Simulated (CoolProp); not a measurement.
Aqueous potassium formate as a coolant, 10 % by mass, freezing at -4.9 °C, 1 atm.

Values from CoolProp's Melinder's fits for secondary coolants.

```
T (°C)  cp (kJ/(kg K))  conductivity (W/(m K))  Prandtl number  density (kg/m³)
------  --------------  ----------------------  --------------  ---------------
-2               3.807                   0.546            14.8             1064
4.4              3.806                   0.556            12.0             1063
10.8             3.807                   0.565            9.90             1062
17.2             3.808                   0.574            8.33             1061
23.6             3.811                   0.583            7.09             1059
30.1             3.814                   0.591            6.10             1057
36.5             3.817                   0.600            5.29             1055
```
